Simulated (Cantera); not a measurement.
What does this Cantera script print?

```python
import numpy as np
import cantera as ct

gas_names = [...]  # 113 gases of nasa_gas.yaml made of C, H, O, Pb
cond_names = """
    C(gr) C6H6(L) C7H8(L) C8H18(L),n-octa H2O(s) H2O(L) Pb(cr) Pb(L) PbO(rd) PbO(yw) PbO(L) PbO2(s)
    Pb3O4(s)
""".split()


# ... load() reads the species with a 1 bar reference pressure and builds the phases ...
atoms = {
    'PbO': {'Pb': 1, 'O': 1},
    'CO': {'C': 1, 'O': 1},
    'H2': {'H': 2},
}
top_T = {'C(gr)': 4500, 'Pb3O4(s)': 820}  # K; cautious upper limits of use, not melting points


# ... equilibrate(T, P, feed) seeds the gas with the atoms and calls Mixture.equilibrate('TP', solver="vcs", rtol=1e-11, max_steps=5000) ...
results = []
T = 1175  # K
P = 400000  # Pa
for m in [2.7, 3.7, 5.2, 7.1, 9.9, 14, 19, 26]:
    feed = {'PbO': 1, 'CO': 0.1, 'H2': m}  # mol
    mix = equilibrate(T, P, feed)
    results.append((T, P, feed, dict(zip(mix.species_names, mix.species_moles))))

top = {s: max(r[3][s] / sum(r[3][g] for g in gas_names) for r in results) for s in gas_names}
cols = sorted((s for s in top if top[s] > 0.0001), key=lambda s: -top[s])[:6]
seen = [c for c in cond_names if any(r[3].get(c, 0) > 1e-12 for r in results)]
print("log10 of partial pressures in bar; condensed amounts in mol")
print(f"{'n(H2)':>10s}" + "".join(f"{s[:9]:>10s}" for s in cols + seen))
for T, P, feed, n in results:
    ng = sum(n[g] for g in gas_names)
    print(f"{feed['H2']:10.4g}" + "".join(f"{np.log10(max(n[s] / ng * P / 1e5, 1e-99)):10.3f}" for s in cols)
          + "".join(f"{n.get(c, 0):10.4g}" for c in seen))
```

It prints:

```
log10 of partial pressures in bar; condensed amounts in mol
     n(H2)        H2       H2O        CO       CO2       CH4        Pb     Pb(L)
       2.7     0.393     0.142    -1.005    -1.363    -3.147    -3.361    0.9997
       3.7     0.457     0.013    -1.090    -1.641    -2.911    -3.361    0.9996
       5.2     0.502    -0.127    -1.205    -1.942    -2.749    -3.361    0.9994
       7.1     0.530    -0.258    -1.325    -2.220    -2.653    -3.361    0.9992
       9.9     0.551    -0.398    -1.463    -2.519    -2.589    -3.361    0.9989
        14     0.567    -0.545    -1.617    -2.836    -2.551    -3.361    0.9985
        19     0.576    -0.674    -1.762    -3.119    -2.538    -3.361    0.9979
        26     0.583    -0.807    -1.918    -3.415    -2.540    -3.361    0.9972
```

Method: chemical equilibrium by Gibbs-energy minimisation in Cantera with the NASA 1993 tables (ideal gas, pure condensed phases).
